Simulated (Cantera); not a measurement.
An adiabatic, constant-volume homogeneous reactor starts with CH4 : C2H6 : O2 : N2 = 1 : 0.04 : 1.07 : 4.02 (molar parts), at 1625 K and 760 Torr. Integrator tolerance rtol = 1e-08.

Cantera simulation using GRI-Mech 3.0 (53 species, 325 reactions); the numbers are that mechanism's predictions, not measurements.

What does this change do: C2H6 0.04 to 0.019 parts?


| quantity | before | after |
|---|---|---|
| time of steepest temperature rise | 0.182 ms | 0.239 ms |
| temperature at 0.700 s | 2819 K | 2841 K |
| equilibrium temperature | 2819 K | 2841 K |
| x(CH4) at 0.700 s | 1.72e-11 (gas-phase equilibrium 1.94e-11) | 1.18e-11 (gas-phase equilibrium 1.33e-11) |
| x(C2H6) at 0.700 s | <1e-12 (gas-phase equilibrium <1e-12) | <1e-12 (gas-phase equilibrium <1e-12) |
| x(O2) at 0.700 s | 0.000170 (gas-phase equilibrium 0.000170) | 0.000253 (gas-phase equilibrium 0.000253) |
| x(CH2CO) at 0.700 s | <1e-12 (gas-phase equilibrium <1e-12) | <1e-12 (gas-phase equilibrium <1e-12) |
| x(C2H) at 0.700 s | <1e-12 (gas-phase equilibrium <1e-12) | <1e-12 (gas-phase equilibrium <1e-12) |

What does this change do: constant pressure in place of constant volume?


```csv
quantity,before,after
time of steepest temperature rise,0.182 ms,0.208 ms
temperature at 0.700 s,2819 K,2592 K
equilibrium temperature,2819 K,2592 K
x(CH4) at 0.700 s,1.72e-11 (gas-phase equilibrium 1.94e-11),9.17e-12 (gas-phase equilibrium 1.03e-11)
x(C2H6) at 0.700 s,<1e-12 (gas-phase equilibrium <1e-12),<1e-12 (gas-phase equilibrium <1e-12)
x(O2) at 0.700 s,0.000170 (gas-phase equilibrium 0.000170),5.41e-5 (gas-phase equilibrium 5.41e-5)
x(CH2CO) at 0.700 s,<1e-12 (gas-phase equilibrium <1e-12),<1e-12 (gas-phase equilibrium <1e-12)
x(C2H) at 0.700 s,<1e-12 (gas-phase equilibrium <1e-12),<1e-12 (gas-phase equilibrium <1e-12)
```

What does this change do: pressure from 760 Torr to 2250 Torr?


| quantity | before | after |
|---|---|---|
| time of steepest temperature rise | 0.182 ms | 89.3 µs |
| temperature at 0.700 s | 2819 K | 2883 K |
| equilibrium temperature | 2819 K | 2883 K |
| x(CH4) at 0.700 s | 1.72e-11 (gas-phase equilibrium 1.94e-11) | 1.33e-10 (gas-phase equilibrium 1.50e-10) |
| x(C2H6) at 0.700 s | <1e-12 (gas-phase equilibrium <1e-12) | <1e-12 (gas-phase equilibrium <1e-12) |
| x(O2) at 0.700 s | 0.000170 (gas-phase equilibrium 0.000170) | 9.20e-5 (gas-phase equilibrium 9.20e-5) |
| x(CH2CO) at 0.700 s | <1e-12 (gas-phase equilibrium <1e-12) | <1e-12 (gas-phase equilibrium <1e-12) |
| x(C2H) at 0.700 s | <1e-12 (gas-phase equilibrium <1e-12) | <1e-12 (gas-phase equilibrium <1e-12) |
